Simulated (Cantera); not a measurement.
Gas mixture: H2 : C2H2 : H2O : CH4 = 0.66 : 0.66 : 0.96 : 0.66 (molar parts), at 2250 Torr, frozen composition.

Cantera's kinetic-theory transport with the Lennard-Jones parameters of GRI-Mech 3.0, ideal gas; thermal conductivity in the mixture-averaged form. Polar gases are described roughly by these parameters. The composition is frozen, though it would react at the higher temperatures.

One state of this run: ρ (kg/m³) = 0.949; cp (J/kg/K) = 2744; μ (µPa s) = 20.2; λ (mW/m/K) = 99.3; Pr = 0.559; D (cm²/s) NH3 = 0.303; D (cm²/s) H2 = 0.836; D (cm²/s) CO2 = 0.226. D: mixture-averaged diffusion coefficient of that species in the mixture.

**Question.** Which value of T (K) does it belong to?
A) 1800
B) 600
C) 1600
D) 800

**Answer.** B, 600
